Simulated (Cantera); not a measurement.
## Carbon deposition, reforming and gasification: toluene + O2 + N2

Input: 1 mol toluene, 0.06 mol O2, 0.36 mol N2, held at 1 atm.

Cantera equilibrium calculation (NASA polynomials, part measured and part estimated; ideal gas, pure solids and liquids). Candidate condensed phases: C, C6H6, C7H8, C8H18, H2O; 136 gas species. Equilibrium is a limit: real reactors are often held back by kinetics, nucleation or transport.

```
T (K)  log p H2  log p N2  log p CO  log p H  log p HCN  n C(graphite)
-----  --------  --------  --------  -------  ---------  -------------
1500      -0.04     -1.09     -1.57    -4.78      -3.54           6.87
1600      -0.04     -1.09     -1.57    -4.29      -3.26           6.87
1700      -0.04     -1.09     -1.57    -3.85      -3.00           6.87
1800      -0.04     -1.09     -1.57    -3.47      -2.78           6.87
1900      -0.04     -1.10     -1.57    -3.12      -2.58           6.86
2000      -0.05     -1.10     -1.57    -2.81      -2.40           6.85
2100      -0.05     -1.11     -1.57    -2.53      -2.25           6.84
2200      -0.05     -1.11     -1.57    -2.27      -2.10           6.82
2300      -0.05     -1.12     -1.57    -2.04      -1.97           6.79
2400      -0.06     -1.14     -1.57    -1.83      -1.86           6.76
```
log p: log10 of the partial pressure in bar; n: condensed amount in mol.

From 1500 K to 2400 K the condensed part is C(graphite). The main C-bearing gas is CO throughout.
